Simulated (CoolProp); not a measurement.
Computed with CoolProp (reference Helmholtz-energy equation of state, Schmidt 1985). Above 300 K oxygen's equation is extrapolated.

Problem. For oxygen, give the phase and the speed of sound (m/s), Joule-Thomson coefficient (K/MPa) at 54.55 °C and 24.6 MPa.

Solution. 
- 54.55 °C and 24.6 MPa: supercritical; speed of sound 400, Joule-Thomson coefficient 0.935
